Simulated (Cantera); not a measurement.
# Equilibrium for silicon oxide and oxynitride deposition: TEOS + N₂O

Feed: 1 mol TEOS, 19 mol N₂O, at 1330 Pa.

Cantera equilibrium calculation (NASA polynomials, part measured and part estimated; ideal gas, pure solids and liquids). Candidate condensed phases: C, C₆H₆, C₇H₈, C₈H₁₈, H₂O, Si, SiC, SiO₂, Si₂N₂O, Si₃N₄; 151 gas species. The feed counts by its element totals alone. The tables hold silica as quartz up to 1696 K and as liquid above; real silica turns to tridymite and cristobalite and melts near 1996 K. The numbers say what is thermodynamically allowed, not how fast it happens.

| T (°C) | x N₂ | x H₂O | x CO₂ | x H₂ | x CO | x CH₄ | n SiO₂(α-quartz) | n SiO₂(β-quartz) |
|---|---|---|---|---|---|---|---|---|
| 475 | 0.514 | 0.157 | 0.194 | 0.113 | 0.0223 | 1.15e-5 | 1.00 | 0 |
| 550 | 0.514 | 0.167 | 0.185 | 0.103 | 0.0317 | 4.62e-7 | 1.00 | 0 |
| 625 | 0.514 | 0.176 | 0.176 | 0.0945 | 0.0406 | 2.81e-8 | 0 | 1.00 |
| 700 | 0.514 | 0.184 | 0.167 | 0.0864 | 0.0488 | 2.43e-9 | 0 | 1.00 |
| 775 | 0.514 | 0.191 | 0.160 | 0.0792 | 0.0560 | 2.82e-10 | 0 | 1.00 |
| 850 | 0.514 | 0.197 | 0.154 | 0.0729 | 0.0622 | 4.21e-11 | 0 | 1.00 |
| 925 | 0.514 | 0.203 | 0.149 | 0.0675 | 0.0676 | 7.77e-12 | 0 | 1.00 |
| 1000 | 0.514 | 0.207 | 0.144 | 0.0629 | 0.0723 | 1.72e-12 | 0 | 1.00 |
x: gas mole fraction; n: condensed amount in mol.

From 475 °C to 550 °C the condensed part is SiO₂(α-quartz). From 625 °C to 1000 °C the condensed part is SiO₂(β-quartz).
